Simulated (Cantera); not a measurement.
Input (Python, Cantera) and output of one run.

```python
import numpy as np
import cantera as ct

gas_names = [...]  # 91 gases of nasa_gas.yaml made of C, Cl, H
cond_names = """
    C(gr) C6H6(L) C7H8(L) C8H18(L),n-octa
""".split()


# ... load() reads the species with a 1 bar reference pressure and builds the phases ...
atoms = {
    'CH3Cl': {'C': 1, 'H': 3, 'CL': 1},
    'H2': {'H': 2},
}
top_T = {'C(gr)': 4500}  # K; cautious upper limits of use, not melting points


# ... equilibrate(T, P, feed) seeds the gas with the atoms and calls Mixture.equilibrate('TP', solver="vcs", rtol=1e-11, max_steps=5000) ...
results = []
feed = {'CH3Cl': 1, 'H2': 2.2}  # mol
P = 11000  # Pa
for T in [2475, 2575, 2675, 2775, 2875, 2975, 3075, 3175, 3275, 3375, 3475]:
    mix = equilibrate(T, P, feed)
    results.append((T, P, feed, dict(zip(mix.species_names, mix.species_moles))))
    x = sorted(zip(gas.X, gas.species_names), reverse=True)
    print(f"T = {T:g} K  P = {P:g} Pa  gas = {mix.phase_moles(0):.4g} mol")
    print("   x: " + "  ".join(f"{s} {v:.3e}" for v, s in x if v > 1e-05))
    print("   condensed (mol): " + ("  ".join(f"{mix.phase(i).name} {mix.phase_moles(i):.4g}"
          for i in range(1, mix.n_phases) if mix.phase_moles(i) > 1e-12) or "none"))
```

It prints:

```
T = 2475 K  P = 11000 Pa  gas = 4.351 mol
   x: H2 7.062e-01  HCL 2.174e-01  H 5.701e-02  CL 1.243e-02  C2H2,acetylene 6.868e-03  C2H 3.774e-05  C4H2 2.756e-05  C2HCL 2.326e-05  CH3 1.252e-05
   condensed (mol): C(gr) 0.939
T = 2575 K  P = 11000 Pa  gas = 4.432 mol
   x: H2 6.782e-01  HCL 2.072e-01  H 8.600e-02  CL 1.845e-02  C2H2,acetylene 9.969e-03  C2H 1.059e-04  C4H2 6.068e-05  C2HCL 3.928e-05  CH3 1.512e-05  C3 1.401e-05
   condensed (mol): C(gr) 0.9088
T = 2675 K  P = 11000 Pa  gas = 4.544 mol
   x: H2 6.409e-01  HCL 1.938e-01  H 1.247e-01  CL 2.626e-02  C2H2,acetylene 1.380e-02  C2H 2.723e-04  C4H2 1.234e-04  C2HCL 6.232e-05  C3 5.723e-05  C2H2,vinylidene 1.867e-05  CH3 1.750e-05  C 1.431e-05
   condensed (mol): C(gr) 0.868
T = 2775 K  P = 11000 Pa  gas = 4.695 mol
   x: H2 5.936e-01  HCL 1.770e-01  H 1.739e-01  CL 3.586e-02  C2H2,acetylene 1.820e-02  C2H 6.454e-04  C4H2 2.322e-04  C3 2.104e-04  C2HCL 9.289e-05  C 4.546e-05  C2H2,vinylidene 3.267e-05  C2 2.045e-05  CH3 1.932e-05  CH2 1.259e-05
   condensed (mol): C(gr) 0.8137
T = 2875 K  P = 11000 Pa  gas = 4.895 mol
   x: H2 5.364e-01  H 2.336e-01  HCL 1.572e-01  CL 4.700e-02  C2H2,acetylene 2.284e-02  C2H 1.417e-03  C3 7.045e-04  C4H2 4.053e-04  C 1.331e-04  C2HCL 1.299e-04  C2 6.981e-05  C2H2,vinylidene 5.327e-05  CH3 2.023e-05  CH2 2.001e-05  CH 1.801e-05
   condensed (mol): C(gr) 0.7403
T = 2975 K  P = 11000 Pa  gas = 5.152 mol
   x: H2 4.701e-01  H 3.021e-01  HCL 1.348e-01  CL 5.909e-02  C2H2,acetylene 2.718e-02  C2H 2.895e-03  C3 2.168e-03  C4H2 6.555e-04  C 3.625e-04  C2 2.191e-04  C2HCL 1.702e-04  C2H2,vinylidene 8.086e-05  CH 3.859e-05  C5 3.676e-05  CH2 2.969e-05  CH3 1.996e-05  C6H2 1.676e-05
   condensed (mol): C(gr) 0.6342
T = 3075 K  P = 11000 Pa  gas = 5.483 mol
   x: H2 3.969e-01  H 3.755e-01  HCL 1.110e-01  CL 7.118e-02  C2H2,acetylene 3.053e-02  C3 6.182e-03  C2H 5.512e-03  C4H2 9.800e-04  C 9.241e-04  C2 6.374e-04  C2HCL 2.080e-04  C5 1.412e-04  C2H2,vinylidene 1.139e-04  CH 7.687e-05  CH2 4.096e-05  C6H2 3.344e-05  C4 2.576e-05  CH3 1.839e-05
   condensed (mol): C(gr) 0.4596
T = 3175 K  P = 11000 Pa  gas = 5.92 mol
   x: H 4.472e-01  H2 3.193e-01  HCL 8.675e-02  CL 8.191e-02  C2H2,acetylene 3.207e-02  C3 1.646e-02  C2H 9.773e-03  C 2.220e-03  C2 1.731e-03  C4H2 1.345e-03  C5 4.971e-04  C2HCL 2.353e-04  C2H2,vinylidene 1.478e-04  CH 1.423e-04  C4 8.938e-05  C6H2 6.010e-05  CH2 5.216e-05  CH3 1.558e-05  CCL 1.265e-05
   condensed (mol): C(gr) 0.1219
T = 3275 K  P = 11000 Pa  gas = 6.395 mol
   x: H 5.219e-01  H2 2.552e-01  CL 9.031e-02  HCL 6.587e-02  C3 2.339e-02  C2H2,acetylene 2.258e-02  C2H 1.135e-02  C 4.183e-03  C2 3.029e-03  C4H2 8.335e-04  C5 6.293e-04  CH 2.080e-04  C2HCL 1.732e-04  C4 1.350e-04  C2H2,vinylidene 1.268e-04  CH2 5.311e-05  C6H2 3.289e-05  CCL 1.749e-05  CH3 1.072e-05
   condensed (mol): none
T = 3375 K  P = 11000 Pa  gas = 6.86 mol
   x: H 5.926e-01  H2 1.993e-01  CL 9.684e-02  HCL 4.881e-02  C3 2.543e-02  C2H2,acetylene 1.328e-02  C2H 1.089e-02  C 6.993e-03  C2 4.351e-03  C5 5.214e-04  C4H2 3.693e-04  CH 2.688e-04  C4 1.433e-04  C2HCL 1.058e-04  C2H2,vinylidene 8.980e-05  CH2 4.795e-05  CCL 2.138e-05  C6H2 1.100e-05
   condensed (mol): none
T = 3475 K  P = 11000 Pa  gas = 7.302 mol
   x: H 6.522e-01  H2 1.504e-01  CL 1.016e-01  HCL 3.527e-02  C3 2.549e-02  C 1.107e-02  C2H 9.721e-03  C2H2,acetylene 7.304e-03  C2 5.818e-03  C5 3.850e-04  CH 3.259e-04  C4H2 1.478e-04  C4 1.373e-04  C2HCL 6.065e-05  C2H2,vinylidene 5.875e-05  CH2 4.045e-05  CCL 2.473e-05
   condensed (mol): none
```

Method: chemical equilibrium by Gibbs-energy minimisation in Cantera with the NASA 1993 tables (ideal gas, pure condensed phases). The tables' values for CCl are old estimates; treat these amounts as uncertain.
